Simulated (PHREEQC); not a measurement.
Solution (25 °C): 0.088 mol/kgw HF and 0.0052 mol/kgw Na2B4O7. Closed to the air; pH follows from the charge balance.

Equilibrium calculation in PHREEQC: ion-association model, phreeqc.dat.

Precipitation was switched off in this run.

Problem. Order these F species by the share of F that they hold, largest first: BF3OH-, BF2(OH)2-, F-, BF4-, HF.

Solution. BF4- (86 %), HF (9.5 %), BF3OH- (2.8 %), F- (0.80 %), BF2(OH)2- (0.31 %)

The pH is 2.04 and the ionic strength 0.0207 mol/kgw. Complexes and solids missing from the database can't appear. Real BF4- forms and hydrolyses slowly; the run takes it at equilibrium.
